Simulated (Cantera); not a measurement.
A jet of 2.41 % H₂, 14.7 % O₂, 82.9 % N₂ at 300 K and 143 Torr hits a platinum plate 6.2 cm away at a mass flux of 0.077 kg/m²/s; the plate temperature is set and raised in steps from an oxygen-covered start.

Model: Deutschmann's 1995 Pt surface mechanism with GRI-Mech 3.0 gas chemistry, integrated in Cantera. Catalytic surfaces can have several steady states; this one follows from the mechanism file's or the stated starting coverage.

One state of this run: wall x H₂ = 0.000733; wall x O₂ = 0.122; wall x H₂O = 0.0445; wall x OH = 1.16e-8; θ free Pt = 0.110; θ O* = 0.887; θ OH* = 0.00240. x: mole fraction at the wall; θ: surface coverage.

Which value of plate T (K) does it belong to?
(A) 850
(B) 600
(C) 700
(D) 650

A, 850
